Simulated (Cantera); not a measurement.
An isothermal, constant-pressure homogeneous reactor starts with 86.2 % CH4, 13.8 % CO2, at 1373 K and 500000 Pa.

Cantera simulation using GRI-Mech 3.0 (53 species, 325 reactions); the numbers are that mechanism's predictions, not measurements. GRI-Mech 3.0 stops at C3 and has no aromatics, soot or wall deposition, so with more carbon than oxygen in the feed, carbon stays in small species such as C2H2 where larger ones or solid carbon would form.

Predict: x(CH4) at 40.0 s; x(CO2) at 40.0 s; x(CO) at 40.0 s; x(H2) at 40.0 s; x(C2H4) at 40.0 s; x(H2O) at 40.0 s.


```
Item                                               Result
-----------------  --------------------------------------
x(CH4) at 40.0 s      0.455 (gas-phase equilibrium 0.435)
x(CO2) at 40.0 s   0.0168 (gas-phase equilibrium 2.60e-6)
x(CO) at 40.0 s       0.120 (gas-phase equilibrium 0.202)
x(H2) at 40.0 s       0.236 (gas-phase equilibrium 0.315)
x(C2H4) at 40.0 s   0.0588 (gas-phase equilibrium 0.0301)
x(H2O) at 40.0 s   0.0678 (gas-phase equilibrium 8.33e-6)
```
